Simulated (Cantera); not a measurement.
A Cantera script and its output.

```python
import numpy as np
import cantera as ct

gas = ct.Solution("gri30.yaml")


def delay(T, t_max=10):
    gas.TPX = T, 330000, {'CO': 1, 'H2': 1.2, 'CH4': 0.19, 'O2': 2.11, 'N2': 7.95}
    reactor = ct.IdealGasConstPressureReactor(gas, clone=False)
    net = ct.ReactorNet([reactor])
    net.rtol, net.atol = 1e-8, 1e-16
    while net.time < t_max:
        t_old, T_old = net.time, reactor.T
        net.step()
        if reactor.T > T + 400:  # ignition: a rise of 400 K
            return t_old + (T + 400 - T_old) / (reactor.T - T_old) * (net.time - t_old)
    return np.nan


taus = []
for T in [900, 950, 1000, 1050, 1100, 1150, 1200, 1250, 1300]:
    taus.append(delay(T))
    print(f"T0 = {T:6g} K   tau = {taus[-1]:.4e} s")
```

Result:

```
T0 =    900 K   tau = 1.3969e-01 s
T0 =    950 K   tau = 2.6650e-02 s
T0 =   1000 K   tau = 4.6840e-03 s
T0 =   1050 K   tau = 7.2450e-04 s
T0 =   1100 K   tau = 1.8335e-04 s
T0 =   1150 K   tau = 7.3839e-05 s
T0 =   1200 K   tau = 4.0275e-05 s
T0 =   1250 K   tau = 2.6019e-05 s
T0 =   1300 K   tau = 1.8557e-05 s
```

Cantera simulation using GRI-Mech 3.0 (53 species, 325 reactions); the numbers are that mechanism's predictions, not measurements. Below about 1000 K GRI-Mech 3.0 lacks low-temperature oxidation paths. Below about 950 K walls govern HO2 and H2O2 in real vessels.
